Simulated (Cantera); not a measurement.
Cantera run:

```python
import numpy as np
import cantera as ct

gas_names = [...]  # 109 gases of nasa_gas.yaml made of C, Cl, H, Si
cond_names = """
    C(gr) C6H6(L) C7H8(L) C8H18(L),n-octa Si(cr) Si(L) SiC(b)
""".split()


# ... load() reads the species with a 1 bar reference pressure and builds the phases ...
atoms = {
    'SiHCl3': {'Si': 1, 'H': 1, 'CL': 3},
    'C2H4': {'C': 2, 'H': 4},
    'H2': {'H': 2},
    'C3H8': {'C': 3, 'H': 8},
}
top_T = {'C(gr)': 4500, 'SiC(b)': 3050}  # K; cautious upper limits of use, not melting points


# ... equilibrate(T, P, feed) seeds the gas with the atoms and calls Mixture.equilibrate('TP', solver="vcs", rtol=1e-11, max_steps=5000) ...
results = []
feed = {'SiHCl3': 1, 'C2H4': 1.1, 'H2': 2, 'C3H8': 0.21}  # mol
P = 13332.2  # Pa
for T in [1423, 1523, 1623, 1723, 1823, 1923, 2023, 2123, 2223, 2323]:
    mix = equilibrate(T, P, feed)
    results.append((T, P, feed, dict(zip(mix.species_names, mix.species_moles))))

top = {s: max(r[3][s] / sum(r[3][g] for g in gas_names) for r in results) for s in gas_names}
cols = sorted((s for s in top if top[s] > 1e-06), key=lambda s: -top[s])[:7]
seen = [c for c in cond_names if any(r[3].get(c, 0) > 1e-12 for r in results)]
print("log10 of partial pressures in bar; condensed amounts in mol")
print(f"{'T/K':>10s}" + "".join(f"{s[:9]:>10s}" for s in cols + seen))
for T, P, feed, n in results:
    ng = sum(n[g] for g in gas_names)
    print(f"{T:10.4g}" + "".join(f"{np.log10(max(n[s] / ng * P / 1e5, 1e-99)):10.3f}" for s in cols)
          + "".join(f"{n.get(c, 0):10.4g}" for c in seen))
```

It prints:

```
log10 of partial pressures in bar; condensed amounts in mol
       T/K        H2       HCL     SiCL2         H        CL     SiCL4 C2H2,acet     C(gr)    SiC(b)
      1423    -1.093    -1.297    -3.298    -5.724    -6.015    -2.954    -6.557      1.94    0.8887
      1523    -1.101    -1.282    -3.047    -5.187    -5.463    -3.368    -6.029     1.922    0.9075
      1623    -1.103    -1.280    -2.858    -4.712    -4.993    -3.788    -5.561     1.929    0.8999
      1723    -1.102    -1.285    -2.708    -4.290    -4.584    -4.189    -5.145      1.95    0.8784
      1823    -1.100    -1.294    -2.585    -3.913    -4.225    -4.565    -4.775     1.979    0.8494
      1923    -1.097    -1.306    -2.484    -3.575    -3.906    -4.916    -4.443      2.01    0.8159
      2023    -1.095    -1.319    -2.399    -3.269    -3.622    -5.243    -4.144     2.042    0.7798
      2123    -1.094    -1.334    -2.330    -2.992    -3.367    -5.551    -3.875     2.074    0.7419
      2223    -1.094    -1.352    -2.273    -2.741    -3.137    -5.843    -3.632     2.103    0.7015
      2323    -1.098    -1.373    -2.229    -2.512    -2.931    -6.122    -3.413      2.13    0.6538
```

Method: chemical equilibrium by Gibbs-energy minimisation in Cantera with the NASA 1993 tables (ideal gas, pure condensed phases). The tables' values for SiCl3, SiCl are old estimates; treat these amounts as uncertain. Gases not in the tables: Si2H6 and higher silanes.
